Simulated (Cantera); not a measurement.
Standard-state values (1 bar) from the NASA 1993 polynomials, evaluated with Cantera. Values are per mole of reaction as written; species without (g) are pure solids or liquids, kept so even where they would boil at 1 bar.

3 OH(g) + N(g) + 6 TaO2(g) → NH3(g) + 3 Ta2O5, with ΔH° = -5569.5 kJ and ΔS° = -1763.4 J/K at 300 K.

How far is the shortcut ΔG° ≈ ΔH°(300 K) − T·ΔS°(300 K) from the full temperature-dependent value at 525, 725, 925, 1125, 1325, 1525, 1725, 1925, 2125, 2325 K?


```
T (K)  shortcut (kJ)  full (kJ)  difference (kJ)  difference in log10 K  condensed phases
-----  -------------  ---------  ---------------  ---------------------  ----------------
525          -4643.7    -4649.2              5.4                  -0.54          Ta2O5(s)
725          -4291.0    -4309.9             18.8                  -1.36          Ta2O5(s)
925          -3938.4    -3977.8             39.4                  -2.23          Ta2O5(s)
1125         -3585.7    -3652.2             66.6                  -3.09          Ta2O5(s)
1325         -3233.0    -3332.5             99.5                  -3.92          Ta2O5(s)
1525         -2880.3    -3018.1            137.7                  -4.72          Ta2O5(s)
1725         -2527.6    -2708.4            180.7                  -5.47          Ta2O5(s)
1925         -2174.9    -2403.0            228.1                  -6.19          Ta2O5(s)
2125         -1822.3    -2113.6            291.4                  -7.16          Ta2O5(l)
2325         -1469.6    -1853.1            383.5                  -8.62          Ta2O5(l)
```
The shortcut ignores heat capacities and the phase changes listed.
